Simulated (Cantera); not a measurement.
Input (Python, Cantera):

```python
import numpy as np
import cantera as ct

gas = ct.Solution("h2o2.yaml")
gas.TPX = 423, 13332, {'H2': 1, 'O2': 0.781, 'N2': 3.05}
flame = ct.FreeFlame(gas, width=0.16)
flame.set_refine_criteria(ratio=3, slope=0.08, curve=0.16)
flame.transport_model = "mixture-averaged"
flame.solve(loglevel=0, auto=True)
z, T = flame.grid, flame.T
thick = (T[-1] - T[0]) / np.gradient(T, z).max()
show = ['H2', 'O2', 'H2O', 'OH', 'H', 'HO2']
print(f"laminar burning velocity  {flame.velocity[0] * 100:.3f} cm/s")
print(f"burnt temperature         {T[-1]:.1f} K")
print(f"thermal thickness         {thick * 1e3:.4f} mm")
print(f"grid points               {len(z)}")
z0 = z[flame.heat_release_rate.argmax()]
print(f"{'z/mm':>9s}{'T/K':>9s}{'u/(m/s)':>9s}" + "".join(f"{s:>11s}" for s in show))
rows = []
for k in (-3, -2, -1.5, -1, -0.5, -0.25, 0, 0.25, 0.5, 1, 2, 4, 8):
    zz = z0 + k * thick
    rows.append([k * thick, np.interp(zz, z, T), np.interp(zz, z, flame.velocity),
                 *(np.interp(zz, z, flame.X[gas.species_index(s)]) for s in show)])
    print(f"{rows[-1][0] * 1e3:9.3f}{rows[-1][1]:9.1f}{rows[-1][2]:9.3f}" + "".join(f"{x:11.3e}" for x in rows[-1][3:]))
```

Result:

```
laminar burning velocity  213.681 cm/s
burnt temperature         1960.6 K
thermal thickness         5.4002 mm
grid points               117
     z/mm      T/K  u/(m/s)         H2         O2        H2O         OH          H        HO2
  -16.200    423.0    2.137  2.070e-01  1.617e-01  2.896e-13  5.166e-17  8.902e-17  1.303e-13
  -10.800    423.0    2.137  2.070e-01  1.617e-01  1.476e-11  2.877e-15  5.256e-15  7.539e-12
   -8.100    423.0    2.137  2.070e-01  1.617e-01  6.404e-10  1.127e-13  3.834e-13  4.085e-10
   -5.400    423.0    2.137  2.069e-01  1.617e-01  8.696e-08  1.624e-11  6.865e-10  7.389e-08
   -2.700    436.6    2.192  2.014e-01  1.624e-01  6.303e-04  3.389e-05  5.010e-05  8.640e-05
   -1.350    645.3    3.165  1.675e-01  1.581e-01  1.894e-02  4.885e-04  4.346e-03  5.208e-05
    0.000   1018.2    4.857  8.325e-02  1.253e-01  9.246e-02  1.866e-03  2.601e-02  2.059e-05
    1.350   1272.1    6.018  2.544e-02  8.288e-02  1.649e-01  5.344e-03  3.633e-02  1.107e-05
    2.700   1395.1    6.566  1.662e-02  7.319e-02  1.814e-01  7.191e-03  3.120e-02  8.269e-06
    5.400   1526.1    7.130  1.480e-02  6.969e-02  1.902e-01  8.968e-03  2.218e-02  6.340e-06
   10.800   1654.0    7.663  1.238e-02  6.727e-02  1.990e-01  1.012e-02  1.374e-02  4.766e-06
   21.601   1768.1    8.127  8.993e-03  6.553e-02  2.080e-01  1.015e-02  7.166e-03  3.365e-06
   43.201   1856.1    8.477  5.509e-03  6.464e-02  2.159e-01  8.891e-03  3.041e-03  2.178e-06
```

Computed with Cantera and the H2/O2 subset of GRI-Mech 3.0, which has no nitrogen chemistry. Burning velocities carry a grid error of a few per cent, more on coarse grids. Lean hydrogen flames are cellular in practice and burn faster than this planar one.
